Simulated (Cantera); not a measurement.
Mixture: H2 : O2 : N2 = 1 : 0.532 : 2 (molar parts), at 7500 Torr, adiabatic and at constant volume. Ignition delay is the time to a rise of 400 K.

Computed with Cantera and the H2/O2 subset of GRI-Mech 3.0, which has no nitrogen chemistry. The hydrogen kinetics of GRI-Mech 3.0 are dated; newer H2 mechanisms differ, most at raised pressure.

What does this change do: constant pressure in place of constant volume?


```
quantity                                                before       after
--------------------------------------------------  ----------  ----------
delay at 1025 K                                        4.67 ms     5.03 ms
delay at 1125 K                                       0.478 ms    0.500 ms
delay at 1225 K                                        24.5 µs     25.0 µs
delay at 1325 K                                        3.78 µs     3.92 µs
delay at 1425 K                                        1.95 µs     2.04 µs
apparent activation energy between 1325 and 1425 K  100 kJ/mol  100 kJ/mol
```
